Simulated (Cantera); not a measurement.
Input (Python, Cantera):

```python
import numpy as np
import cantera as ct

gas = ct.Solution("gri30.yaml")
gas.TPX = 1273, 1000000, {'CH3OH': 1, 'O2': 0.9, 'N2': 11.1}
reactor = ct.IdealGasConstPressureReactor(gas, energy="on", clone=False)
net = ct.ReactorNet([reactor])
net.rtol, net.atol = 1e-08, 1e-16
show = ['CH3OH', 'O2', 'CH2O', 'HO2', 'C2H2']
times = np.geomspace(2e-06, 0.9, 11)

steps = ct.SolutionArray(gas, extra=["t"])
rows = []
print(f"{'t/s':>10s}{'T/K':>9s}{'P/Pa':>11s}" + "".join(f"{s:>11s}" for s in show))
for t in times:
    while net.time < t:
        t_next = net.step()
        steps.append(gas.state, t=t_next)
    rows.append([np.interp(t, steps.t, y) for y in (steps.T, steps.P, *steps(*show).X.T)])
    print(f"{t:10.3e}{rows[-1][0]:9.1f}{rows[-1][1]:11.4g}" + "".join(f"{x:11.3e}" for x in rows[-1][2:]))
rate = np.gradient(steps.T, steps.t)
print("integrator steps:", len(steps.t))
if steps.T.max() > steps.T[0] + 200:
    print(f"time of steepest temperature rise: {steps.t[rate.argmax()]:.4e} s")
gas.TPX = 1273, 1000000, {'CH3OH': 1, 'O2': 0.9, 'N2': 11.1}
gas.equilibrate("HP")
print(f"equilibrium (HP): T = {gas.T:.1f} K  " + "  ".join(f"{s} {gas[s].X[0]:.3e}" for s in show))
```

It prints:

```
       t/s      T/K       P/Pa      CH3OH         O2       CH2O        HO2       C2H2
 2.000e-06   1273.0      1e+06  7.692e-02  6.923e-02  4.062e-07  2.748e-07  1.503e-15
 7.351e-06   1273.0      1e+06  7.692e-02  6.923e-02  1.686e-06  1.145e-06  5.587e-15
 2.702e-05   1273.0      1e+06  7.691e-02  6.922e-02  6.970e-06  4.546e-06  2.063e-14
 9.931e-05   1273.0      1e+06  7.688e-02  6.920e-02  3.625e-05  1.623e-05  7.651e-14
 3.650e-04   1274.0      1e+06  7.599e-02  6.883e-02  8.129e-04  8.512e-05  3.065e-13
 1.342e-03   1954.1      1e+06  4.266e-13  5.057e-08  7.416e-09  5.709e-11  4.289e-14
 4.931e-03   1954.3      1e+06  4.221e-13  2.687e-08  7.364e-09  2.851e-11  1.878e-14
 1.813e-02   1954.3      1e+06  4.342e-13  2.682e-08  7.363e-09  2.843e-11  1.248e-14
 6.662e-02   1954.3      1e+06  4.344e-13  2.682e-08  7.363e-09  2.843e-11  1.250e-14
 2.449e-01   1954.3      1e+06  4.343e-13  2.682e-08  7.363e-09  2.844e-11  1.249e-14
 9.000e-01   1954.3      1e+06  4.343e-13  2.682e-08  7.363e-09  2.844e-11  1.248e-14
integrator steps: 2182
time of steepest temperature rise: 5.8623e-04 s
equilibrium (HP): T = 1954.3 K  CH3OH 4.441e-13  O2 2.682e-08  CH2O 7.363e-09  HO2 2.844e-11  C2H2 1.380e-14
```

Model: GRI-Mech 3.0 (53 species, 325 reactions), integrated in Cantera. GRI-Mech 3.0 was tuned for natural gas; its chemistry of methanol as a main component is partial and can be far from experiment.
